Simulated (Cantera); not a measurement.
# Equilibrium for roasting and sulfation: FeS2 + SO2 + H2O + O2

A closed system holds: 1 mol FeS2, 1.9 mol SO2, 0.55 mol H2O, a varied amount of O2, equilibrated at 1448 K and 100 Torr.

Method: chemical equilibrium by Gibbs-energy minimisation in Cantera with the NASA 1993 tables (ideal gas, pure condensed phases). Candidate condensed phases: Fe, FeO, Fe(OH)2, Fe(OH)3, FeS, FeSO4, FeS2, Fe2O3, Fe2(SO4)3, Fe3O4, H2O, H2SO4, S; 22 gas species. Metal and sulfide melt together well below either melting point, which pure phases cannot show. Mutual solubility and eutectic melting of coexisting phases are not modelled. The tables' stoichiometric FeO is somewhat more stable than real wüstite, so its field is too wide. FeO, FeS: taken at fixed stoichiometry. The numbers say what is thermodynamically allowed, not how fast it happens.

At 0.82 mol O2 the condensed part is FeO(s) + FeS(s). At 1.9 mol O2 the condensed part is FeO(s). From 3 mol O2 to 7.5 mol O2 the condensed part is Fe2O3(s). The main Fe-bearing gas is Fe(OH)2 throughout.

```csv
n(O2) (mol),x SO2,x O2,x S2,x H2O,n FeO(s),n FeS(s),n Fe2O3(s)
0.82,0.673,2.72e-9,0.160,0.144,0.687,0.313,0
1.9,0.794,5.01e-9,0.0657,0.126,1.000,0,0
3,0.828,0.0516,<1e-12,0.117,0,0,0.500
4.2,0.657,0.244,<1e-12,0.0934,0,0,0.500
5.3,0.553,0.362,<1e-12,0.0788,0,0,0.500
6.4,0.477,0.449,<1e-12,0.0681,0,0,0.500
7.5,0.420,0.515,<1e-12,0.0599,0,0,0.500
```
x: gas mole fraction; n: condensed amount in mol.
